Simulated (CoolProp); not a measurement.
Properties of R407C at several states (Tc = 359.3 K, pc = 4632 kPa, ω = 0.363).

Values from CoolProp's reference Helmholtz-energy equation of state, Lemmon 2003. It is a pseudo-pure fit of the blend.

```tsv
T (K)	p (kPa)	phase	Z	cp (kJ/(kg K))	cv (kJ/(kg K))	isothermal compressibility (1/MPa)	expansivity (1/kK)
330.3	540	gas	0.9392	0.9369	0.8043	1.977	3.785
482.5	791	gas	0.9793	1.122	1.013	1.291	2.254
412.2	55.5	gas	0.9973	1.004	0.9060	18.07	2.450
294.7	6310	liquid	0.1874	1.443	0.8984	0.004552	3.156
300.8	6230	liquid	0.1850	1.468	0.9056	0.005220	3.366
```
